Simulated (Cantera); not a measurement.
A perfectly stirred reactor is fed with C2H6 : N2 = 1 : 170 (molar parts), at 101000 Pa; it is held at 1600 K, and followed from long to short residence time.

Model: GRI-Mech 3.0 (53 species, 325 reactions), integrated in Cantera. GRI-Mech 3.0 stops at C3 and has no aromatics, soot or wall deposition, so with more carbon than oxygen in the feed, carbon stays in small species such as C2H2 where larger ones or solid carbon would form.

What does this change do: pressure from 101000 Pa to 5800 Pa?


```
quantity                  before     after
----------------------  --------  --------
x(C2H6) at τ = 0.570 s   5.57e-6   9.67e-6
x(CH3) at τ = 0.570 s    3.05e-5  0.000105
x(H2) at τ = 0.570 s     0.00910    0.0106
x(HCN) at τ = 0.570 s    2.35e-6   5.95e-5
x(C2H4) at τ = 0.570 s   3.59e-5   5.22e-5
x(C2H6) at τ = 22.0 ms   7.15e-5  0.000178
x(CH3) at τ = 22.0 ms   0.000103  0.000452
x(H2) at τ = 22.0 ms     0.00839   0.00858
x(HCN) at τ = 22.0 ms    2.40e-6   1.75e-5
x(C2H4) at τ = 22.0 ms  0.000295  0.000661
```

What does this change do: N2 170 to 97 parts?


```json
[
 {"quantity": "x(C2H6) at τ = 0.570 s", "before": "5.57e-6", "after": "8.53e-6"},
 {"quantity": "x(CH3) at τ = 0.570 s", "before": "3.05e-5", "after": "3.78e-5"},
 {"quantity": "x(H2) at τ = 0.570 s", "before": "0.00910", "after": "0.0159"},
 {"quantity": "x(HCN) at τ = 0.570 s", "before": "2.35e-6", "after": "1.55e-6"},
 {"quantity": "x(C2H4) at τ = 0.570 s", "before": "3.59e-5", "after": "6.04e-5"},
 {"quantity": "x(C2H6) at τ = 22.0 ms", "before": "7.15e-5", "after": "0.000107"},
 {"quantity": "x(CH3) at τ = 22.0 ms", "before": "0.000103", "after": "0.000127"},
 {"quantity": "x(H2) at τ = 22.0 ms", "before": "0.00839", "after": "0.0147"},
 {"quantity": "x(HCN) at τ = 22.0 ms", "before": "2.40e-6", "after": "1.55e-6"},
 {"quantity": "x(C2H4) at τ = 22.0 ms", "before": "0.000295", "after": "0.000445"}
]
```
